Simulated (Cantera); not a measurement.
An adiabatic, constant-volume homogeneous reactor starts with C3H8 : O2 : N2 : CO2 = 1 : 2.94 : 11.1 : 1 (molar parts), at 1775 K and 1.01 bar. Integrator tolerance rtol = 1e-08.

Computed with Cantera and GRI-Mech 3.0 (53 species, 325 reactions). GRI-Mech 3.0 was tuned for natural gas; its chemistry of propane as a main component is partial and can be far from experiment.

What does this change do: C3H8 1 to 1.5 parts?


```
quantity                                                            before                                      after
---------------------------------  ---------------------------------------  -----------------------------------------
time of steepest temperature rise                                  14.8 µs                                    16.7 µs
temperature at 5.00 s                                               2948 K                                     2731 K
equilibrium temperature                                             2948 K                                     2731 K
x(C3H8) at 5.00 s                    <1e-12 (gas-phase equilibrium <1e-12)      <1e-12 (gas-phase equilibrium <1e-12)
x(O2) at 5.00 s                    0.00290 (gas-phase equilibrium 0.00290)    3.29e-5 (gas-phase equilibrium 3.29e-5)
x(CO2) at 5.00 s                     0.0446 (gas-phase equilibrium 0.0446)      0.0166 (gas-phase equilibrium 0.0166)
x(O) at 5.00 s                     0.00356 (gas-phase equilibrium 0.00356)  0.000162 (gas-phase equilibrium 0.000162)
x(C2H4) at 5.00 s                    <1e-12 (gas-phase equilibrium <1e-12)      <1e-12 (gas-phase equilibrium <1e-12)
x(C2H) at 5.00 s                     <1e-12 (gas-phase equilibrium <1e-12)      <1e-12 (gas-phase equilibrium <1e-12)
```

What does this change do: initial temperature 1775 to 1225 K?


```json
[
 {"quantity": "time of steepest temperature rise", "before": "14.8 µs", "after": "3.86 ms"},
 {"quantity": "temperature at 5.00 s", "before": "2948 K", "after": "2708 K"},
 {"quantity": "equilibrium temperature", "before": "2948 K", "after": "2708 K"},
 {"quantity": "x(C3H8) at 5.00 s", "before": "<1e-12 (gas-phase equilibrium <1e-12)", "after": "<1e-12 (gas-phase equilibrium <1e-12)"},
 {"quantity": "x(O2) at 5.00 s", "before": "0.00290 (gas-phase equilibrium 0.00290)", "after": "0.000461 (gas-phase equilibrium 0.000461)"},
 {"quantity": "x(CO2) at 5.00 s", "before": "0.0446 (gas-phase equilibrium 0.0446)", "after": "0.0532 (gas-phase equilibrium 0.0532)"},
 {"quantity": "x(O) at 5.00 s", "before": "0.00356 (gas-phase equilibrium 0.00356)", "after": "0.000492 (gas-phase equilibrium 0.000492)"},
 {"quantity": "x(C2H4) at 5.00 s", "before": "<1e-12 (gas-phase equilibrium <1e-12)", "after": "<1e-12 (gas-phase equilibrium <1e-12)"},
 {"quantity": "x(C2H) at 5.00 s", "before": "<1e-12 (gas-phase equilibrium <1e-12)", "after": "<1e-12 (gas-phase equilibrium <1e-12)"}
]
```
